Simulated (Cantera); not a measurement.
A freely propagating, adiabatic, planar premixed flame of CH₄ : C₂H₆ : C₃H₈ : O₂ : N₂ : H₂O = 1 : 0.038 : 0.37 : 2.85 : 10.7 : 4.1 (molar parts), unburnt at 348 K and 1.00 atm; mixture-averaged transport, grid criteria slope 0.08 and curve 0.16, no radiation.

Model: GRI-Mech 3.0 (53 species, 325 reactions), integrated in Cantera. GRI-Mech 3.0 was tuned for natural gas; its chemistry of propane as a main component is partial and can be far from experiment. Burning velocities carry a grid error of a few per cent, more on coarse grids.

**Question.** What does this change do: CH4 1 to 0.78 parts?

**Answer.** 
```
quantity                     before      after
------------------------  ---------  ---------
laminar burning velocity  6.58 cm/s  12.6 cm/s
thermal thickness           2.22 mm    1.20 mm
peak x(H)                  0.000329    0.00195
peak x(C₂H₂)                0.00263    0.00160
```
